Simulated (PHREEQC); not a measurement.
Make-up at 20 °C: 0.0019 mol H2SO4, 0.0059 mol LiCl and 0.14 mol MnSO4 per kg of water. Closed to the air; pH follows from the charge balance.

Equilibrium calculation in PHREEQC: ion-association model, phreeqc.dat.

- pH = 2.97
- ionic strength = 0.313 mol/kgw
- specific conductance = 11000 µS/cm
- density = 1.018 g/cm³
- total alkalinity = -3.80 meq/kg

```csv
species,molality,activity,log γ
Mn+2,0.0765,0.0221,-0.539
SO4-2,0.0760,0.0190,-0.603
MnSO4,0.0630,0.0677,0.031
Li+,0.00544,0.00399,-0.135
Cl-,0.00543,0.00372,-0.165
HSO4-,0.00243,0.00178,-0.134
H+,0.00137,0.00108,-0.107
MnCl+,0.000471,0.000335,-0.148
LiSO4-,0.000464,0.000330,-0.148
MnCl2,5.06e-7,5.43e-7,0.031
```

Precipitation was switched off in this run. Species that the database lacks are ignored.
